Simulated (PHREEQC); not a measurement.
Solution (25 °C): 0.075 mol/kgw NH3, 0.00046 mol/kgw H4SiO4 and 1.3e-05 mol/kgw CO2. Closed to the air; pH follows from the charge balance.

Computed with PHREEQC (ion-association model, phreeqc.dat).

```json
[
 {"quantity": "pH", "before": "10.97", "after": "10.52"},
 {"quantity": "ionic strength (mol/kgw)", "before": "0.00146", "after": "0.000385"},
 {"quantity": "NH4+ (mol/kgw)", "before": "0.00144", "after": "0.000385"},
 {"quantity": "H3SiO4- (mol/kgw)", "before": "0.000427", "after": "3.83e-5"},
 {"quantity": "H4SiO4 (mol/kgw)", "before": "2.97e-5", "after": "7.64e-6"},
 {"quantity": "SI of Quartz (SiO2)", "before": "-0.55", "after": "-1.14"}
]
```

**Question.** What was changed between the two runs?
A. CO2 from 1.3e-05 to 1.17e-05 mol/kgw
B. NH3 from 0.075 to 0.015 mol/kgw
C. diluted 100-fold with water
D. diluted 10-fold with water

**Answer.** D, diluted 10-fold with water

Precipitation was switched off in this run.
